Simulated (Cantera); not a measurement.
A closed system holds: 1 mol trisilylamine, 75 mol N2, at 0.00133 bar.

Method: chemical equilibrium by Gibbs-energy minimisation in Cantera with the NASA 1993 tables (ideal gas, pure condensed phases). Candidate condensed phases: Si, Si3N4; 18 gas species. The feed counts by its element totals alone. The tables' values for SiN are old estimates; treat these amounts as uncertain. Rates play no part.

x: gas mole fraction; n: condensed amount in mol.

| T (°C) | x N2 | x H2 | x Si | x H | x Si2N | x Si2 | x SiN | n Si3N4(s) | n Si(l) |
|---|---|---|---|---|---|---|---|---|---|
| 627 | 0.942 | 0.0577 | <1e-12 | 7.69e-10 | <1e-12 | <1e-12 | <1e-12 | 1.00 | 0 |
| 727 | 0.942 | 0.0577 | <1e-12 | 1.49e-8 | <1e-12 | <1e-12 | <1e-12 | 1.00 | 0 |
| 827 | 0.942 | 0.0577 | <1e-12 | 1.70e-7 | <1e-12 | <1e-12 | <1e-12 | 1.00 | 0 |
| 927 | 0.942 | 0.0577 | <1e-12 | 1.30e-6 | <1e-12 | <1e-12 | <1e-12 | 1.00 | 0 |
| 1027 | 0.942 | 0.0577 | 1.75e-10 | 7.28e-6 | <1e-12 | <1e-12 | 2.13e-11 | 1.00 | 0 |
| 1127 | 0.942 | 0.0577 | 1.70e-8 | 3.20e-5 | ? | <1e-12 | 1.22e-9 | 1.000 | 0 |
| 1227 | 0.942 | 0.0576 | 8.88e-7 | 0.000116 | ? | 1.28e-10 | 4.04e-8 | 1.000 | 0 |
| 1327 | 0.942 | 0.0575 | 2.81e-5 | 0.000357 | ? | 2.69e-8 | 8.58e-7 | 0.999 | 0 |
| 1427 | 0.943 | 0.0557 | 0.000509 | 0.000953 | ? | 2.23e-6 | 1.09e-5 | 0 | 2.95 |
| 1527 | 0.940 | 0.0549 | 0.00238 | 0.00230 | ? | 1.44e-5 | 3.73e-5 | 0 | 2.79 |
| 1627 | 0.932 | 0.0530 | 0.00946 | 0.00500 | ? | 7.60e-5 | 0.000112 | 0 | 2.18 |
| 1727 | 0.907 | 0.0491 | 0.0327 | 0.00986 | ? | 0.000339 | 0.000296 | 0 | 0.104 |
| 1827 | 0.902 | 0.0447 | 0.0349 | 0.0180 | ? | 0.000158 | 0.000251 | 0 | 0 |

Problem. Fill in the missing entries.

Solution. 
- 1127, x Si2N: 4.44e-11
- 1227, x Si2N: 6.83e-9
- 1327, x Si2N: 5.53e-7
- 1427, x Si2N: 1.97e-5
- 1527, x Si2N: 6.01e-5
- 1627, x Si2N: 0.000161
- 1727, x Si2N: 0.000388
- 1827, x Si2N: 0.000105
